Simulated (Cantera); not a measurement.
Cantera run, input and output.

```python
import numpy as np
import cantera as ct

gas = ct.Solution("gri30.yaml")
gas.TPX = 1250, 83000, {'CH3OH': 0.026, 'O2': 0.04, 'N2': 1}
inlet = ct.Reservoir(gas, clone=True)

reactor = ct.IdealGasConstPressureReactor(gas, energy="off", clone=False)
exhaust = ct.Reservoir(gas, clone=True)
tau = [0.71, 0.44, 0.27, 0.17, 0.11, 0.065, 0.041, 0.025, 0.016, 0.0097, 0.006][0]
for a, b in ((inlet, reactor), (reactor, exhaust)):
    ct.MassFlowController(a, b, mdot=lambda t: reactor.mass / tau)
net = ct.ReactorNet([reactor])
show = ['CH3OH', 'O2', 'H2O', 'C2H4', 'C2H2']

rows = []
print(f"{'tau/s':>10s}{'T/K':>9s}" + "".join(f"{s:>11s}" for s in show))
for tau in [0.71, 0.44, 0.27, 0.17, 0.11, 0.065, 0.041, 0.025, 0.016, 0.0097, 0.006]:
    net.initial_time = 0.0
    net.advance(30 * tau)
    before = gas.X
    net.advance(40 * tau)
    drift = np.max(np.abs(gas.X - before) / (gas.X + 1e-9))
    rows.append([gas.T, *gas[show].X, drift])
    print(f"{tau:10.3e}{gas.T:9.1f}" + "".join(f"{x:11.3e}" for x in gas[show].X))
```

Output:

```
     tau/s      T/K      CH3OH         O2        H2O       C2H4       C2H2
 7.100e-01   1250.0  3.024e-06  1.331e-03  4.771e-02  1.615e-11  1.037e-11
 4.400e-01   1250.0  3.852e-06  1.445e-03  4.759e-02  3.766e-11  2.185e-11
 2.700e-01   1250.0  4.949e-06  1.589e-03  4.745e-02  8.643e-11  4.573e-11
 1.700e-01   1250.0  6.314e-06  1.759e-03  4.728e-02  1.853e-10  9.064e-11
 1.100e-01   1250.0  8.011e-06  1.955e-03  4.711e-02  3.726e-10  1.701e-10
 6.500e-02   1250.0  1.085e-05  2.253e-03  4.687e-02  8.438e-10  3.552e-10
 4.100e-02   1250.0  1.440e-05  2.589e-03  4.662e-02  1.680e-09  6.562e-10
 2.500e-02   1250.0  2.000e-05  3.058e-03  4.631e-02  3.402e-09  1.215e-09
 1.600e-02   1250.0  2.765e-05  3.616e-03  4.598e-02  6.226e-09  2.022e-09
 9.700e-03   1250.0  4.159e-05  4.467e-03  4.553e-02  1.183e-08  3.376e-09
 6.000e-03   1250.0  6.611e-05  5.644e-03  4.495e-02  2.126e-08  5.182e-09
```

Model: GRI-Mech 3.0 (53 species, 325 reactions), integrated in Cantera. GRI-Mech 3.0 was tuned for natural gas; its chemistry of methanol as a main component is partial and can be far from experiment. The temperature is held fixed by assumption; the heat of reaction is taken as removed at once.
